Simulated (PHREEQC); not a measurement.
Model water analysis in mg/L, 20 °C, pH 7.19, pe 12.1: Na 45.5; K 13.6; Ca 82.4; Mg 15.4; Cl 102; S(6) as SO4 218; Alkalinity as HCO3 20.6; Pb 22.9; Zn 1.4.

Valence states are taken as typed.

Equilibrium calculation in PHREEQC: ion-association model, phreeqc.dat.

* **ionic strength**: 0.0113 mol/kgw
* **specific conductance**: 738 µS/cm
* **charge-balance error**: 1.5 %

```json
[
 {"species": "Cl-", "molality": "0.00288", "activity": "0.00258", "log γ": "-0.048"},
 {"species": "Na+", "molality": "0.00197", "activity": "0.00177", "log γ": "-0.046"},
 {"species": "SO4-2", "molality": "0.00189", "activity": "0.00124", "log γ": "-0.184"},
 {"species": "Ca+2", "molality": "0.00180", "activity": "0.00119", "log γ": "-0.181"},
 {"species": "Mg+2", "molality": "0.000541", "activity": "0.000359", "log γ": "-0.178"},
 {"species": "K+", "molality": "0.000345", "activity": "0.000309", "log γ": "-0.048"}
]
```

This is a speciation only: nothing precipitates in the calculation. The solution is supersaturated, for example in Cerussite, Pb(OH)2, so a real one may precipitate; this is no full list.
